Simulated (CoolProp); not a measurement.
Vapour-liquid equilibrium of n-butane (1) + trans-2-butene (2) at 1.04 kPa; x and y are mole fractions of (1).

The numbers come from the multi-fluid Helmholtz-energy mixture model, Bücker 2006 and Lemmon 2005; pair parameters Bell 2016 in CoolProp.

Q: Give the bubble temperature and the first vapour's composition at x = 0.15, 0.65, 0.85. Is there an azeotrope?

A: x = 0.15: 193.4 K, y = 0.180; x = 0.65: 192.6 K, y = 0.668; x = 0.85: 192.4 K, y = 0.856. No azeotrope shows between x = 0.05 and 0.95.

The pair parameters rest on a limited set of measurements; away from them the model extrapolates.
